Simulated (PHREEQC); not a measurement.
1 kg of water holding 0.4 mol Na2SO4 and 0.011 mol K2SO4 is evaporated at 50 °C; the solids stay in contact with the brine. CO2 from the air is kept out. Solids allowed: Arcanite, Glaserite, Mirabilite, Misenite, Thenardite. Others were left out.

The series has 28 steps of water left (kg), from 1 to 0.005012.

Model: Pitzer model, pitzer.dat, run in PHREEQC.

Which solids form, in which order, and at which step of the series does each first stand?

Thenardite from water left = 0.1156 kg; Glaserite from water left = 0.01627 kg.

Species that the database lacks are ignored. Constants without temperature data keep their 25 °C values here.
